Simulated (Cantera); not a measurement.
Input: 1 mol Si, 2 mol H₂O, 2.3 mol N₂, held at 1500 K.

These are equilibrium values from Cantera (NASA tables, ideal gas, pure condensed phases), not measurements of a reactor. Candidate condensed phases: H₂O, Si, SiO₂, Si₂N₂O, Si₃N₄; 35 gas species. Mutual solubility and eutectic melting of coexisting phases are not modelled. The tables hold silica as quartz up to 1696 K and as liquid above; real silica turns to tridymite and cristobalite and melts near 1996 K. Equilibrium is a limit: real reactors are often held back by kinetics, nucleation or transport.

Q: What share of the Si ends up in condensed phases as a function of P (Pa), at 0.100, 1.50, 22, 320, 4600, 68000, 1000000?

A: 
| P (Pa) | Si condensed (%) | as |
|---|---|---|
| 0.100 | 88.1 | SiO₂(β-quartz) |
| 1.50 | 96.9 | SiO₂(β-quartz) |
| 22 | 99.2 | SiO₂(β-quartz) |
| 320 | 99.8 | SiO₂(β-quartz) |
| 4600 | 99.9 | SiO₂(β-quartz) |
| 68000 | 100.0 | SiO₂(β-quartz) + Si₂N₂O(s) |
| 1000000 | 100.0 | SiO₂(β-quartz) + Si₂N₂O(s) |
